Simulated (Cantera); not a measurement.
Charge: 1 mol SiH2Cl2, 4.4 mol NO, 23 mol N2, at 1673.15 K and 0.00440 bar.

Equilibrium computed with Cantera from the NASA thermochemical tables; the gas is ideal and each condensed phase is pure. Candidate condensed phases: H2O, NH4Cl, Si, SiO2, Si2N2O, Si3N4; 47 gas species. The tables hold silica as quartz up to 1696 K and as liquid above; real silica turns to tridymite and cristobalite and melts near 1996 K. The numbers say what is thermodynamically allowed, not how fast it happens.

Base state: N2 0.882, HCl 0.0502, O2 0.0364, Cl 0.0197, H2O 0.00979, NO 0.00115, OH 0.000237, O 9.63e-5 (mole fractions); condensed: SiO2(β-quartz).

Q: What changes in the equilibrium state with this change: temperature from 1673.15 K to 725 K?

A: 
| species | before | after |
|---|---|---|
| N2 | 0.882 | 0.893 |
| HCl | 0.0502 | 0.0472 |
| O2 | 0.0364 | 0.0366 |
| Cl | 0.0197 | 2.25e-6 |
| Cl2 | 6.18e-5 | 0.0118 |
| H2O | 0.00979 | 0.0118 |
| OH | 0.000237 | <1e-9 |
| O | 9.63e-5 | <1e-9 |
| SiO2(β-quartz), mol | 1.000 | 0 |
| SiO2(α-quartz), mol | 0 | 1.00 |

Q: What changes in the equilibrium state with this change: pressure from 0.00440 bar to 0.000570 bar?

A: 
```
species               before     after
-------------------  -------  --------
N2                     0.882     0.881
HCl                   0.0502    0.0444
O2                    0.0364    0.0348
Cl                    0.0197    0.0255
H2O                  0.00979    0.0125
H                    5.88e-6   3.11e-5
Cl2                  6.18e-5   1.34e-5
H2                   1.17e-5   4.23e-5
O                    9.63e-5  0.000262
SiO2(β-quartz), mol    1.000     1.000
```
